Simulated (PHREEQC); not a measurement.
Solution (25 °C): 4.7 mmol/kgw NH4HF2, 0.12 mmol/kgw H4SiO4 and 150 mmol/kgw HCl. Closed to the air; pH follows from the charge balance.

Equilibrium calculation in PHREEQC: ion-association model, phreeqc.dat.

No solid was allowed to form.

Question: Order these F species by the share of F that they hold, largest first: HF, SiF6-2, F-.

Answer: HF (92 %), SiF6-2 (7.2 %), F- (0.74 %)

The pH is 0.93 and the ionic strength 0.150 mol/kgw. SiF6-2 is the database's only silicon fluoride.
